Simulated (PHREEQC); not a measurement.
1 kg of water meets 20 L of dry gas (CO2 0.15, CH4 0.85 by moles) at fixed total pressure, at 30 atm; fugacities by Peng-Robinson. The gases take part in no redox reaction, some water evaporates into the gas, and hydrates or a liquid gas phase aren't modelled. No solid was allowed to form.

Computed with PHREEQC (ion-association model, phreeqc.dat).

| T (°C) | dissolved CO2 (all carbonate carbon) (mol/kgw) | φ of CO2 | p of CO2 (atm) | dissolved CH4 (mol/kgw) | φ of CH4 | p of CH4 (atm) | pH |
|---|---|---|---|---|---|---|---|
| 10 | 0.187 | 0.832 | 4.34 | 0.0532 | 0.925 | 25.6 | 3.59 |
| 20 | 0.140 | 0.848 | 4.37 | 0.0406 | 0.933 | 25.6 | 3.61 |
| 30 | 0.109 | 0.862 | 4.39 | 0.0331 | 0.940 | 25.6 | 3.64 |
| 40 | 0.0884 | 0.875 | 4.40 | 0.0285 | 0.946 | 25.5 | 3.67 |
| 50 | 0.0737 | 0.886 | 4.41 | 0.0257 | 0.952 | 25.5 | 3.70 |
| 60 | 0.0630 | 0.896 | 4.40 | 0.0240 | 0.957 | 25.4 | 3.74 |
| 70 | 0.0550 | 0.905 | 4.39 | 0.0230 | 0.961 | 25.3 | 3.78 |
| 80 | 0.0490 | 0.913 | 4.37 | 0.0227 | 0.965 | 25.1 | 3.82 |
| 90 | 0.0443 | 0.920 | 4.34 | 0.0227 | 0.969 | 24.9 | 3.86 |

At this temperature some constants are extrapolated from 25 °C, and those without enthalpy data are left unchanged.
